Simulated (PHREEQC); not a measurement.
Dissolve 1.6 mmol/kgw HCl, 0.41 mmol/kgw Al2(SO4)3 and 5.1 mmol/kgw MnSO4 at 25 °C. Closed to the air; pH follows from the charge balance.

Computed with PHREEQC (ion-association model, phreeqc.dat).

No solid was allowed to form.

Q: Order these S species by the share of S that they hold, largest first: Al(SO4)2-, AlSO4+, MnSO4, SO4-2, HSO4-.

A: SO4-2 (67 %), MnSO4 (17 %), AlSO4+ (9.3 %), HSO4- (5.0 %), Al(SO4)2- (1.5 %)

Q: Order these Al species by the share of Al that they hold, largest first: AlSO4+, AlOH+2, Al+3, Al(SO4)2-.

A: AlSO4+ (72 %), Al+3 (22 %), Al(SO4)2- (5.7 %), AlOH+2 (0.12 %)

The pH is 2.94 and the ionic strength 0.0193 mol/kgw. Complexes and solids missing from the database can't appear.
